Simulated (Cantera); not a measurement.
A jet of 5.70 % CH4, 12.4 % O2, 81.9 % N2, equivalence ratio 0.92 at 300 K and 113 Torr hits a platinum plate 7.4 cm away at a mass flux of 0.15 kg/m²/s; the plate temperature is set and raised in steps from an oxygen-covered start.

Model: Deutschmann's 1995 Pt surface mechanism with GRI-Mech 3.0 gas chemistry, integrated in Cantera. Catalytic surfaces can have several steady states; this one follows from the mechanism file's or the stated starting coverage.

x: mole fraction at the wall; θ: surface coverage.

| plate T (K) | wall x CH4 | wall x O2 | wall x H2O | wall x OH | wall x CO | wall x CO2 | θ free Pt | θ O* | θ OH* |
|---|---|---|---|---|---|---|---|---|---|
| 950 | 0.0233 | 0.0525 | 0.0628 | … | 1.29e-5 | 0.0416 | 0.286 | 0.712 | 0.00238 |
| 1000 | 0.0154 | 0.0357 | 0.0773 | … | 1.22e-5 | 0.0513 | 0.380 | 0.618 | 0.00236 |
| 1050 | 0.0107 | 0.0259 | 0.0858 | … | 1.19e-5 | 0.0571 | 0.472 | 0.526 | 0.00216 |
| 1100 | 0.00792 | 0.0201 | 0.0907 | … | 1.23e-5 | 0.0604 | 0.558 | 0.440 | 0.00190 |
| 1150 | 0.00624 | 0.0167 | 0.0936 | … | 1.35e-5 | 0.0624 | 0.635 | 0.363 | 0.00162 |
| 1200 | 0.00517 | 0.0146 | 0.0953 | … | 1.54e-5 | 0.0635 | 0.702 | 0.297 | 0.00137 |

### Question
What belongs in the gaps?

### Answer

- 950, wall x OH: 9.97e-8
- 1000, wall x OH: 2.66e-7
- 1050, wall x OH: 6.17e-7
- 1100, wall x OH: 1.29e-6
- 1150, wall x OH: 2.50e-6
- 1200, wall x OH: 4.52e-6
